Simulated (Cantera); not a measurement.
An isothermal, constant-pressure homogeneous reactor starts with NO : N2 = 1 : 0.82 (molar parts), at 1975 K and 63.8 Torr. Integrator tolerance rtol = 1e-08.

Model: GRI-Mech 3.0 (53 species, 325 reactions), integrated in Cantera.

### Question
What does this change do: temperature 1975 to 2200 K?

### Answer
```
quantity                                             before                                    after
----------------  -----------------------------------------  ---------------------------------------
x(NO) at 20.0 s      0.0257 (gas-phase equilibrium 0.00778)    0.0136 (gas-phase equilibrium 0.0136)
x(O) at 20.0 s    0.000973 (gas-phase equilibrium 0.000988)  0.00480 (gas-phase equilibrium 0.00480)
x(O2) at 20.0 s         0.261 (gas-phase equilibrium 0.270)      0.265 (gas-phase equilibrium 0.265)
x(N2) at 20.0 s         0.712 (gas-phase equilibrium 0.721)      0.717 (gas-phase equilibrium 0.717)
x(N2O) at 20.0 s    3.08e-7 (gas-phase equilibrium 1.22e-7)  2.10e-7 (gas-phase equilibrium 2.10e-7)
x(NO2) at 20.0 s    1.50e-5 (gas-phase equilibrium 4.62e-6)  5.65e-6 (gas-phase equilibrium 5.65e-6)
```

### Question
What does this change do: temperature 1975 to 2223 K?

### Answer
| quantity | before | after |
|---|---|---|
| x(NO) at 20.0 s | 0.0257 (gas-phase equilibrium 0.00778) | 0.0143 (gas-phase equilibrium 0.0143) |
| x(O) at 20.0 s | 0.000973 (gas-phase equilibrium 0.000988) | 0.00554 (gas-phase equilibrium 0.00554) |
| x(O2) at 20.0 s | 0.261 (gas-phase equilibrium 0.270) | 0.264 (gas-phase equilibrium 0.264) |
| x(N2) at 20.0 s | 0.712 (gas-phase equilibrium 0.721) | 0.716 (gas-phase equilibrium 0.716) |
| x(N2O) at 20.0 s | 3.08e-7 (gas-phase equilibrium 1.22e-7) | 2.20e-7 (gas-phase equilibrium 2.20e-7) |
| x(NO2) at 20.0 s | 1.50e-5 (gas-phase equilibrium 4.62e-6) | 5.75e-6 (gas-phase equilibrium 5.75e-6) |
